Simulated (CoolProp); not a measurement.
Saturation properties of nitrogen.

Computed with CoolProp (reference Helmholtz-energy equation of state, Span 2000).

```tsv
T (K)	p (MPa)	surface tension (mN/m)	liquid viscosity (µPa s)
92.1	0.4297	5.67	96.2
93.9	0.4963	5.30	91.0
95.7	0.5701	4.94	86.2
97.5	0.6516	4.58	81.6
99.2	0.7360	4.24	77.6
101	0.8336	3.89	73.5
102.8	0.9402	3.55	69.7
104.6	1.056	3.21	66.1
106.4	1.182	2.88	?
108.2	1.319	2.56	59.2
110	?	2.24	56.0
111.7	1.615	1.95	53.0
113.5	1.786	1.66	49.9
115.3	?	1.37	46.8
117.1	2.165	1.09	43.6
```

Q: Fill in the missing entries.

A: 
- 106.4, liquid viscosity (µPa s): 62.6
- 110, p (MPa): 1.466
- 115.3, p (MPa): 1.968

It boils at 77.4 K under 1 atm.

Viscosity comes from a separate model (Lemmon 2004). Surface tension comes from a separate correlation (Mulero 2012).
